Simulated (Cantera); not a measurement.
Charge: 1 mol n-butane, 0.11 mol O₂, equilibrated at 5.20 bar.

Cantera equilibrium calculation (NASA polynomials, part measured and part estimated; ideal gas, pure solids and liquids). Candidate condensed phases: C, C₆H₆, C₇H₈, C₈H₁₈, H₂O; 110 gas species. Equilibrium is a limit: real reactors are often held back by kinetics, nucleation or transport.

Q: At 1775 K, list the 6 most abundant gas species with their mole fractions, and the condensed phases.

A: H₂ 0.953, CO 0.0422, CH₄ 0.00396, C₂H₂ (acetylene) 0.000136, H 0.000124, H₂O 6.77e-5. Condensed: C(graphite).
